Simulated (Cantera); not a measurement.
A closed system holds: 1 mol Pb, 0.18 mol CO2, 290 mol N2, held at 1125 K and 1100000 Pa.

Equilibrium computed with Cantera from the NASA thermochemical tables; the gas is ideal and each condensed phase is pure. Candidate condensed phases: C, Pb, PbO, PbO2, Pb3O4; 27 gas species. Equilibrium is a limit: real reactors are often held back by kinetics, nucleation or transport.

Base state: N2 0.999, CO2 0.000620, Pb 1.72e-5 (mole fractions); condensed: Pb(l).

Problem. What changes in the equilibrium state with this change: temperature from 1125 K to 1923 K?

Solution. 
| species | before | after |
|---|---|---|
| N2 | 0.999 | 0.996 |
| Pb | 1.72e-5 | 0.00329 |
| CO2 | 0.000620 | 0.000464 |
| CO | 4.08e-7 | 0.000154 |
| PbO | 4.08e-7 | 0.000144 |
| Pb(l), mol | 0.995 | 0 |
Gases not in the tables: (PbO)n polymers.
